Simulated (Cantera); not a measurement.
# PbO + H₂ (iron carbonyl, mercury and lead vapours)

Charge: 1 mol PbO, 0.82 mol H₂, held at 973.15 K.

Equilibrium computed with Cantera from the NASA thermochemical tables; the gas is ideal and each condensed phase is pure. Candidate condensed phases: H₂O, Pb, PbO, PbO₂, Pb₃O₄; 12 gas species. Equilibrium is a limit: real reactors are often held back by kinetics, nucleation or transport.

From 10.0 Pa to 10.0 bar the condensed part is Pb(l) + PbO(yellow). The main Pb-bearing gas is Pb throughout.

```tsv
P (Pa)	log p H₂O	log p Pb	log p PbO	log p H₂	log p Pb₂	log p OH	log p H	n Pb(l)	n PbO(yellow)
10	-4.04	-5.06	-6.92	-7.92	-10.74	-11.79	-12.92	0.741	0.179
100	-3.00	-5.06	-6.92	-6.88	-10.74	-11.28	-12.40	0.813	0.180
1000	-2.00	-5.06	-6.92	-5.88	-10.74	-10.77	-11.90	0.819	0.180
10000	-1.00	-5.06	-6.92	-4.87	-10.74	-10.27	-11.40	0.820	0.180
100000	0.00	-5.06	-6.92	-3.87	-10.74	-9.77	-10.90	0.820	0.180
1000000	1.00	-5.06	-6.92	-2.87	-10.74	-9.27	-10.40	0.820	0.180
```
log p: log10 of the partial pressure in bar; n: condensed amount in mol.
